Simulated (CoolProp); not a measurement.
Carbon monoxide at several states: fugacity coefficient from the reference equation and from simpler models built on Tc = 132.9 K, pc = 34.98 bar, ω = 0.050; each cubic takes its own stable root.

Computed with CoolProp (reference Helmholtz-energy equation of state, Lemmon 2006). It is a short technical equation, of lower accuracy than the large ones.

```
T (K)  p (bar)          phase  reference  van der Waals  Soave-Redlich-Kwong
-----  -------  -------------  ---------  -------------  -------------------
167.3     55.6  supercritical     0.7614         0.7466               0.7649
406.3     10.2            gas      1.002         0.9988                1.004
391.1     3.73            gas      1.001         0.9993                1.001
201.8     20.6            gas     0.9500         0.9420               0.9529
```
